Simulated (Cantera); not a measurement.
What does this Cantera script print?

```python
import numpy as np
import cantera as ct

gas = ct.Solution("gri30.yaml")


def delay(T, t_max=10):
    gas.TPX = T, 56000, {'CO': 1, 'H2': 1.3, 'O2': 1.05, 'N2': 3.93}
    reactor = ct.IdealGasReactor(gas, clone=False)
    net = ct.ReactorNet([reactor])
    net.rtol, net.atol = 1e-8, 1e-16
    while net.time < t_max:
        t_old, T_old = net.time, reactor.T
        net.step()
        if reactor.T > T + 400:  # ignition: a rise of 400 K
            return t_old + (T + 400 - T_old) / (reactor.T - T_old) * (net.time - t_old)
    return np.nan


taus = []
for T in [850, 900, 950, 1000, 1050, 1100, 1150]:
    taus.append(delay(T))
    print(f"T0 = {T:6g} K   tau = {taus[-1]:.4e} s")
```

It prints:

```
T0 =    850 K   tau = 2.2961e-01 s
T0 =    900 K   tau = 5.9575e-03 s
T0 =    950 K   tau = 7.6801e-04 s
T0 =   1000 K   tau = 3.6694e-04 s
T0 =   1050 K   tau = 2.2861e-04 s
T0 =   1100 K   tau = 1.5932e-04 s
T0 =   1150 K   tau = 1.1867e-04 s
```

Computed with Cantera and GRI-Mech 3.0 (53 species, 325 reactions). Below about 950 K walls govern HO2 and H2O2 in real vessels.
